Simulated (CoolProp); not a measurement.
Vapour-liquid equilibrium of hydrogen sulfide (1) + n-hexane (2) at 287.1 K; x and y are mole fractions of (1).

Values from CoolProp's multi-fluid Helmholtz-energy mixture model, Lemmon 2006 and Thol 2019; pair parameters Kunz 2012.

```
x      bubble pressure (bar)  y at the bubble point  dew pressure at overall composition x (bar)  liquid density (mol/L)
-----  ---------------------  ---------------------  -------------------------------------------  ----------------------
0.05                   1.345                  0.909                                       0.1285                   7.706
0.125                  3.202                  0.962                                       0.1397                   7.824
0.2                    4.863                  0.975                                       0.1528                   8.077
0.275                  6.243                  0.981                                       0.1687                   8.458
0.35                   7.366                  0.984                                       0.1883                   8.970
0.425                  8.298                  0.987                                       0.2129                   9.626
0.5                    9.116                  0.988                                       0.2449                   10.45
0.575                  9.887                  0.990                                       0.2880                   11.46
0.65                   10.66                  0.991                                       0.3497                   12.71
0.725                  11.48                  0.993                                       0.4448                   14.25
0.8                    12.36                  0.994                                       0.6112                   16.15
0.875                  13.33                  0.996                                       0.9764                   18.48
0.95                   14.40                  0.998                                        2.428                   21.32
```

No azeotrope shows between x = 0.05 and 0.95.

Pair parameters are fitted to limited data, so mixtures are less certain than the pure fluids. The gap from Raoult's law changes sign with composition, which may be real or a fault of the pair parameters; it wasn't checked against measurements. With so large a gap from Raoult's law the liquid may split in two, which this calculation doesn't test in full.
